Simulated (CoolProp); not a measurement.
Vapour-liquid equilibrium of n-heptane (1) + m-xylene (2) at 499.8 K; x and y are mole fractions of (1).

Model: multi-fluid Helmholtz-energy mixture model, Span 2003 and Zhou 2012; pair parameters Bell 2016, in CoolProp.

| x | bubble pressure (bar) | y at the bubble point | dew pressure at overall composition x (bar) | liquid density (mol/L) |
|---|---|---|---|---|
| 0.05 | 7.204 | 0.104 | 6.932 | 6.101 |
| 0.15 | 8.161 | 0.269 | 7.452 | 5.928 |
| 0.25 | 9.051 | 0.398 | 8.040 | 5.756 |
| 0.35 | 9.895 | 0.504 | 8.705 | 5.587 |
| 0.45 | 10.71 | 0.596 | 9.455 | 5.418 |
| 0.55 | 11.50 | 0.678 | 10.29 | 5.250 |
| 0.65 | 12.30 | 0.754 | 11.23 | 5.082 |
| 0.75 | 13.09 | 0.827 | 12.25 | 4.914 |
| 0.85 | 13.90 | 0.897 | 13.35 | 4.742 |
| 0.95 | 14.72 | 0.966 | 14.53 | 4.567 |

No azeotrope shows between x = 0.05 and 0.95.

The pair parameters rest on a limited set of measurements; away from them the model extrapolates.
